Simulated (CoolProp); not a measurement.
CH3F (R41) along the isobar 101 kPa: fugacity coefficient from the reference equation and from simpler models built on Tc = 317.3 K, pc = 5906 kPa, ω = 0.200; each cubic takes its own stable root.

Values from CoolProp's reference Helmholtz-energy equation of state, Lemmon 2006. It is a short technical equation, of lower accuracy than the large ones.

| T (K) | phase | reference | van der Waals | Redlich-Kwong | Soave-Redlich-Kwong |
|---|---|---|---|---|---|
| 143.6 | liquid | 0.01857 | 0.7830 | 0.02970 | 0.01540 |
| 161.7 | liquid | 0.1048 | 0.9764 | 0.1709 | 0.09378 |
| 179.7 | liquid | 0.3946 | 0.9813 | 0.6257 | 0.3735 |
| 197.7 | gas | 0.9619 | 0.9849 | 0.9786 | 0.9768 |
| 215.8 | gas | 0.9736 | 0.9876 | 0.9830 | 0.9817 |
| 233.8 | gas | 0.9807 | 0.9896 | 0.9863 | 0.9854 |
| 251.8 | gas | 0.9852 | 0.9912 | 0.9889 | 0.9882 |
| 269.9 | gas | 0.9884 | 0.9925 | 0.9908 | 0.9904 |
| 287.9 | gas | 0.9907 | 0.9936 | 0.9923 | 0.9921 |
| 305.9 | gas | 0.9924 | 0.9945 | 0.9935 | 0.9935 |
| 324 | gas | 0.9937 | 0.9952 | 0.9945 | 0.9946 |
| 342 | gas | 0.9947 | 0.9958 | 0.9953 | 0.9955 |

At some of these states van der Waals gives the other phase, because its saturation line lies elsewhere.
